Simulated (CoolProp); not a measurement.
Vapour-liquid equilibrium of toluene (1) + n-decane (2) at 427.2 K; x and y are mole fractions of (1).

The numbers come from the multi-fluid Helmholtz-energy mixture model, Lemmon 2006 and Lemmon 2006; pair parameters Bell 2016 in CoolProp.

Task: Give the bubble pressure and the first vapour's composition at x = 0.05, 0.75, 0.85. Is there an azeotrope?

Result: x = 0.05: 0.07082 MPa, y = 0.201; x = 0.75: 0.2430 MPa, y = 0.927; x = 0.85: 0.2660 MPa, y = 0.958. No azeotrope shows between x = 0.05 and 0.95.

The pair parameters rest on a limited set of measurements; away from them the model extrapolates. The gap from Raoult's law changes sign with composition, which may be real or a fault of the pair parameters; it wasn't checked against measurements.
